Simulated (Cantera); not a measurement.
Input (Python, Cantera) and output of one run.

```python
import numpy as np
import cantera as ct

gas_names = [...]  # 118 gases of nasa_gas.yaml made of C, Cl, F, H
cond_names = """
    C(gr) C6H6(L) C7H8(L) C8H18(L),n-octa
""".split()


# ... load() reads the species with a 1 bar reference pressure and builds the phases ...
atoms = {
    'C2F6': {'C': 2, 'F': 6},
    'HCl': {'H': 1, 'CL': 1},
    'H2': {'H': 2},
}
top_T = {'C(gr)': 4500}  # K; cautious upper limits of use, not melting points


# ... equilibrate(T, P, feed) seeds the gas with the atoms and calls Mixture.equilibrate('TP', solver="vcs", rtol=1e-11, max_steps=5000) ...
results = []
T = 1423.15  # K
P = 360  # Pa
for m in [0.051, 0.081, 0.13, 0.2, 0.32, 0.51, 0.81, 1.3]:
    feed = {'C2F6': 1, 'HCl': m, 'H2': 0.3}  # mol
    mix = equilibrate(T, P, feed)
    results.append((T, P, feed, dict(zip(mix.species_names, mix.species_moles))))

top = {s: max(r[3][s] / sum(r[3][g] for g in gas_names) for r in results) for s in gas_names}
cols = sorted((s for s in top if top[s] > 0.0001), key=lambda s: -top[s])[:9]
seen = [c for c in cond_names if any(r[3].get(c, 0) > 1e-12 for r in results)]
print("log10 of partial pressures in bar; condensed amounts in mol")
print(f"{'n(HCl)':>10s}" + "".join(f"{s[:9]:>10s}" for s in cols + seen))
for T, P, feed, n in results:
    ng = sum(n[g] for g in gas_names)
    print(f"{feed['HCl']:10.4g}" + "".join(f"{np.log10(max(n[s] / ng * P / 1e5, 1e-99)):10.3f}" for s in cols)
          + "".join(f"{n.get(c, 0):10.4g}" for c in seen))
```

Output:

```
log10 of partial pressures in bar; condensed amounts in mol
    n(HCl)       CF4        HF        CL       CL2       HCL     CCLF3       CF2     C(gr)
     0.051    -2.625    -2.943    -4.176    -5.412    -4.890    -5.514    -6.208    0.6603
     0.081    -2.637    -2.935    -4.004    -5.067    -4.708    -5.351    -6.214    0.6666
      0.13    -2.656    -2.924    -3.839    -4.738    -4.527    -5.201    -6.223    0.6769
       0.2    -2.682    -2.909    -3.701    -4.462    -4.367    -5.082    -6.236    0.6918
      0.32    -2.724    -2.886    -3.566    -4.192    -4.199    -4.978    -6.257    0.7174
      0.51    -2.785    -2.858    -3.449    -3.958    -4.039    -4.907    -6.287    0.7578
      0.81    -2.872    -2.825    -3.352    -3.763    -3.887    -4.875    -6.331    0.8212
       1.3    -2.998    -2.792    -3.271    -3.603    -3.742    -4.889    -6.394    0.9234
```

Cantera equilibrium calculation (NASA polynomials, part measured and part estimated; ideal gas, pure solids and liquids). The feed counts by its element totals alone. Gases not in the tables: C2F6 and larger saturated fluorocarbons.
